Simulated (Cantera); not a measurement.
Diamond growth

A diamond (100) surface in a fixed gas of H2 with x(CH4) = 0.0044, x(H) = 0.00025, x(CH3) = 0.00021, at 1148 K; coverages are run to steady state.

Model: the Harris–Goodwin 1993 mechanism for the reconstructed diamond (100) surface, integrated in Cantera.

| P (Pa) | growth (µm/h) | θ c6HH | θ c6H* | θ c6*H | θ c6** | θ c6HM |
|---|---|---|---|---|---|---|
| 390 | 0.0179 | 0.536 | 0.0295 | 0.420 | 0.0102 | 0.000718 |
| 710 | 0.0368 | 0.535 | 0.0295 | 0.420 | 0.0101 | 0.00131 |
| 1300 | 0.0788 | 0.534 | 0.0294 | 0.419 | 0.0101 | 0.00240 |
| 2400 | 0.180 | 0.533 | 0.0293 | 0.417 | 0.0100 | 0.00438 |
| 4300 | 0.424 | 0.530 | 0.0292 | 0.415 | 0.00999 | 0.00768 |
| 7800 | 1.08 | 0.526 | 0.0289 | 0.411 | 0.00989 | 0.0134 |
| 14000 | 2.82 | 0.518 | 0.0285 | 0.405 | 0.00974 | 0.0223 |
| 26000 | 7.83 | 0.507 | 0.0278 | 0.395 | 0.00950 | 0.0366 |
θ: site fractions in the mechanism's names (c6HH fully hydrogenated, c6H* and c6*H radical sites, c6** diradical, c6HM methylated).
